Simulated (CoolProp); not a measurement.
Aqueous calcium chloride as a coolant, at 9 °C, 1 atm.

Model: Melinder's fits for secondary coolants, in CoolProp.

```
mass %  freezing point (°C)  density (kg/m³)  conductivity (W/(m K))  Prandtl number  cp (kJ/(kg K))
------  -------------------  ---------------  ----------------------  --------------  --------------
4                      -1.8             1032                   0.575            10.1           3.936
7                      -3.6             1059                   0.572            10.4           3.758
10.1                    ___             1088                     ___             ___           3.580
13.1                   -8.9             1116                   0.566            11.4           3.416
16.2                    ___             1146                   0.563            12.2           3.257
19.2                  -16.9              ___                   0.560            13.4           3.117
22.3                  -22.6             1206                   0.556            15.0           2.990
25.3                  -29.9             1237                   0.552            17.1           2.885
```

Task: What belongs in the gaps?

Result: 
- 10.1, freezing point (°C): -5.9
- 10.1, conductivity (W/(m K)): 0.569
- 10.1, Prandtl number: 10.8
- 16.2, freezing point (°C): -12.6
- 19.2, density (kg/m³): 1175
